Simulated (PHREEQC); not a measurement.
Model water analysis in mmol/kgw, 25 °C, pH 8.76, pe 10.2:

```tsv
constituent	mmol/kgw
Na	0.762
K	0.0359
Ca	0.246
Mg	0.192
Cl	0.828
S(6)	0.181
Alkalinity (meq/kgw)	0.461
Ba	0.000615
```

Valence states are taken as typed.

All values are PHREEQC results (ion-association model, phreeqc.dat), not measurements.

```json
{
 "ionic_strength": "0.00224 mol/kgw",
 "specific_conductance": "190 µS/cm",
 "charge_balance_error": "0.7 %"
}
```

```
species  molality  activity   log γ
-------  --------  --------  ------
Cl-      0.000828  0.000786  -0.023
Na+      0.000761  0.000723  -0.022
HCO3-    0.000416  0.000395  -0.022
Ca+2     0.000237  0.000193  -0.089
Mg+2     0.000185  0.000150  -0.088
SO4-2    0.000171  0.000139  -0.090
K+        3.59e-5   3.40e-5  -0.023
CO3-2     1.31e-5   1.07e-5  -0.089
OH-       6.14e-6   5.82e-6  -0.023
MgSO4     4.90e-6   4.90e-6   0.000
CaSO4     4.76e-6   4.76e-6   0.000
CaCO3     3.45e-6   3.46e-6   0.000
CO2       1.54e-6   1.55e-6   0.000
MgCO3     1.53e-6   1.53e-6   0.000
CaHCO3+   1.02e-6   9.73e-7  -0.022
MgHCO3+   7.34e-7   6.96e-7  -0.023
```

This is a speciation only: nothing precipitates in the calculation. Complexes and solids missing from the database can't appear.
